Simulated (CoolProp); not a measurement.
Values from CoolProp's reference Helmholtz-energy equation of state, Lemmon 2016.

Task: Give the vapour pressure (MPa), vapour density (kg/m³), surface tension (mN/m) of saturated R365MFC at 58.25, 88.55, 159.35 °C.

Result: 
```tsv
T (°C)	p (MPa)	vapour density (kg/m³)	surface tension (mN/m)
58.25	0.186	10.8	11.4
88.55	0.441	24.9	8.25
159.35	2.01	135	1.77
```

Surface tension comes from a separate correlation (Mulero 2012).
